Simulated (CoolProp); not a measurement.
The numbers come from the reference Helmholtz-energy equation of state, Lemmon 2016 in CoolProp.

Question: For R365MFC, give the phase and the density (kg/m³), cp (kJ/(kg K)), cv (kJ/(kg K)), speed of sound (m/s) at 500 K and 1.51 MPa; 500 K and 1.88 MPa; 500 K and 2.26 MPa.

Answer: 
- 500 K and 1.51 MPa: gas; density 62.2, cp 1.38, cv 1.27, speed of sound 150
- 500 K and 1.88 MPa: gas; density 80.7, cp 1.41, cv 1.28, speed of sound 145
- 500 K and 2.26 MPa: gas; density 102, cp 1.44, cv 1.29, speed of sound 139
